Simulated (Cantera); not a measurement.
Charge: 1 mol MgO, 0.04 mol H₂O, at 0.100 bar.

These are equilibrium values from Cantera (NASA tables, ideal gas, pure condensed phases), not measurements of a reactor. Candidate condensed phases: H₂O, Mg, MgO, Mg(OH)₂; 15 gas species. The numbers say what is thermodynamically allowed, not how fast it happens. All values below are at 1123 K.

Base state: H₂O 1.000 (mole fractions); condensed: MgO(s).

Q: What changes in the equilibrium state with this change: MgO replaced by Al?

A: 
```csv
species,before,after
H₂,4.78e-6,1.00
H₂O,1.000,<1e-9
"MgO(s), mol",1.00,0
"Al(l), mol",0,0.973
"Al₂O₃(s), mol",0,0.0133
```
Mutual solubility and eutectic melting of coexisting phases are not modelled. Further candidate phases: Al, Al₂O₃.
